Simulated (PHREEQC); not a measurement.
Make-up at 25 °C: 65 mmol/kgw CaCl2, 0.023 mmol/kgw CO2 and 4.4 mmol/kgw KCl. Closed to the air; pH follows from the charge balance.

The numbers come from PHREEQC with the ion-association model, phreeqc.dat.

This is a speciation only: nothing precipitates in the calculation.

Task: Predict the pH.

Result: pH 5.46.

Task: In which forms is C present?

Result: CO2 81 %, HCO3- 15 %, CaHCO3+ 3.9 % of the C.

Species that the database lacks are ignored.
